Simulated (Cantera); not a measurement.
A closed system holds: 1 mol TEOS, 0.65 mol NO, held at 1223 K and 0.133 bar.

These are equilibrium values from Cantera (NASA tables, ideal gas, pure condensed phases), not measurements of a reactor. Candidate condensed phases: C, C6H6, C7H8, C8H18, H2O, Si, SiC, SiO2, Si2N2O, Si3N4; 151 gas species. The feed counts by its element totals alone. The tables hold silica as quartz up to 1696 K and as liquid above; real silica turns to tridymite and cristobalite and melts near 1996 K. Equilibrium is a limit: real reactors are often held back by kinetics, nucleation or transport.

Base state: H2 0.769, CO 0.204, N2 0.0251, CH4 0.00105, H2O 0.000420, CO2 7.63e-5, HCN 1.33e-5 (mole fractions); condensed: C(graphite) + SiO2(β-quartz).

Task: What changes in the equilibrium state with this change: pressure from 0.133 bar to 1.10 mbar?

Result: 
```csv
species,before,after
H2,0.769,0.739
CO,0.204,0.258
N2,0.0251,0.00330
SiO,1.20e-9,1.39e-5
CH4,0.00105,8.00e-6
H2O,0.000420,4.21e-6
CO2,7.63e-5,1.01e-6
"C(graphite), mol",5.34,4.51
"SiO2(β-quartz), mol",1.00,0.439
"Si2N2O(s), mol",0,0.280
```
Mutual solubility and eutectic melting of coexisting phases are not modelled.
